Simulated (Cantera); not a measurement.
An adiabatic, constant-volume homogeneous reactor starts with H₂ : O₂ : N₂ = 1 : 0.806 : 3.03 (molar parts), equivalence ratio 0.62, at 975 K and 2400 Torr. Integrator tolerance rtol = 1e-08.

Detailed kinetics in Cantera: the H2/O2 subset of GRI-Mech 3.0, which has no nitrogen chemistry. The hydrogen kinetics of GRI-Mech 3.0 are dated; newer H2 mechanisms differ, most at raised pressure.

Problem. How do the results move with these cheaper or finer settings: full GRI-Mech 3.0 in place of its H2/O2 subset; rtol 1e-08 to 0.0001?

Solution. 
| setting | time of steepest temperature rise | temperature at 5.00 s | equilibrium temperature | x(H₂) at 5.00 s | integrator steps |
|---|---|---|---|---|---|
| as above | 26.0 ms | 2671 K | 2671 K | 0.00386 | 1467 |
| full GRI-Mech 3.0 in place of its H2/O2 subset | 26.0 ms | 2643 K | 2643 K | 0.00367 | 1711 |
| rtol 1e-08 to 0.0001 | 26.0 ms | 2669 K | 2671 K | 0.00384 | 511 |
